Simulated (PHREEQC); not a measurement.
0.1 g of hydrous ferric oxide (600 m²/g; 0.2 weak and 0.005 strong sites per Fe, Dzombak-Morel constants, diffuse double layer) in 1 kg of water with 0.005 mol/kgw of an inert sodium salt and 0.093 mmol/kgw NaH2PO4, at 25 °C; the pH is set by adding NaOH or the inert anion's acid. Oxygen alone is held at its pressure in air (log pO2 = -0.68). The system is closed to CO2. Nothing may precipitate in this run.

The series has 13 steps of pH, from 3 to 9.

Model: ion-association model, wateq4f.dat, run in PHREEQC.

**Question.** Near which pH is half of the P sorbed, and on which side is more sorbed?

**Answer.** Near pH 8.4, with more sorbed at lower pH.

**Question.** At which pH does the surface charge pass through zero?

**Answer.** Near pH 7.0.

H3PO4, which wateq4f.dat lacks, is added to it with the constant of phreeqc.dat. The oxide is taken as insoluble; below pH 4 it would dissolve.
